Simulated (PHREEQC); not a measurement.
Na2CO3 is added in steps, without added water, to 1 kg of water holding 0.0021 mol/kgw MnSO4, 0.00021 mol/kgw H2SO4 and 0.0082 mol/kgw NaCl, at 25 °C. The system is closed to oxygen. No CO2 enters from the air. The run lets Rhodochrosite, Pyrochroite, Halite, Mirabilite, Nahcolite, Natron precipitate or redissolve, and no other solid.

Base run: PHREEQC, ion-association model, wateq4f.dat. Each further column changes one thing. The table gives HCO3- (mol/kgw).

```json
[
 {"Na2CO3 added (mol)": "0", "base": "0", "diluted 100-fold with water": "0", "NaCl from 0.0082 to 0.00738 mol/kgw": "0", "temperature from 25 to 75 °C": "0", "no solid may form": "0"},
 {"Na2CO3 added (mol)": "0.0004219", "base": "0.000113", "diluted 100-fold with water": "0.000200", "NaCl from 0.0082 to 0.00738 mol/kgw": "0.000112", "temperature from 25 to 75 °C": "8.85e-5", "no solid may form": "0.000332"},
 {"Na2CO3 added (mol)": "0.0007594", "base": "0.000122", "diluted 100-fold with water": "0.000292", "NaCl from 0.0082 to 0.00738 mol/kgw": "0.000122", "temperature from 25 to 75 °C": "9.64e-5", "no solid may form": "…"},
 {"Na2CO3 added (mol)": "0.001181", "base": "0.000138", "diluted 100-fold with water": "0.000380", "NaCl from 0.0082 to 0.00738 mol/kgw": "0.000137", "temperature from 25 to 75 °C": "0.000110", "no solid may form": "0.000413"},
 {"Na2CO3 added (mol)": "0.001519", "base": "0.000157", "diluted 100-fold with water": "…", "NaCl from 0.0082 to 0.00738 mol/kgw": "0.000156", "temperature from 25 to 75 °C": "0.000127", "no solid may form": "…"},
 {"Na2CO3 added (mol)": "0.001941", "base": "0.000197", "diluted 100-fold with water": "0.000500", "NaCl from 0.0082 to 0.00738 mol/kgw": "0.000196", "temperature from 25 to 75 °C": "0.000164", "no solid may form": "0.000457"},
 {"Na2CO3 added (mol)": "0.002278", "base": "0.000270", "diluted 100-fold with water": "0.000544", "NaCl from 0.0082 to 0.00738 mol/kgw": "0.000270", "temperature from 25 to 75 °C": "…", "no solid may form": "0.000485"},
 {"Na2CO3 added (mol)": "0.0027", "base": "0.000460", "diluted 100-fold with water": "0.000593", "NaCl from 0.0082 to 0.00738 mol/kgw": "0.000461", "temperature from 25 to 75 °C": "…", "no solid may form": "…"}
]
```

Task: Fill in the missing entries.

Result: 
- 0.0007594, no solid may form: 0.000391
- 0.001519, diluted 100-fold with water: 0.000437
- 0.001519, no solid may form: 0.000431
- 0.002278, temperature from 25 to 75 °C: 0.000239
- 0.0027, temperature from 25 to 75 °C: 0.000528
- 0.0027, no solid may form: 0.000533

 At this temperature some constants are extrapolated from 25 °C, and those without enthalpy data are left unchanged. In at least one series the solution becomes supersaturated in solids that the run did not let form, among them Rhodochrosite, Pyrochroite.
